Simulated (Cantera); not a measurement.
Feed: 1 mol Cu, 1.8 mol NH₃, 89 mol H₂, 0.8 mol CO₂, equilibrated at 38.0 Pa.

These are equilibrium values from Cantera (NASA tables, ideal gas, pure condensed phases), not measurements of a reactor. Candidate condensed phases: C, C₆H₆, C₇H₈, C₈H₁₈, Cu, CuO, Cu(OH)₂, Cu₂O, H₂O; 139 gas species. The numbers say what is thermodynamically allowed, not how fast it happens.

### Question
What share of the Cu ends up in condensed phases as a function of T (K), at 1075, 1225, 1375, 1525, 1675, 1825, 1975?

### Answer
```tsv
T (K)	Cu condensed (%)	as
1075	100.0	Cu(s)
1225	99.4	Cu(s)
1375	79.7	Cu(l)
1525	0.0	-
1675	0.0	-
1825	0.0	-
1975	0.0	-
```
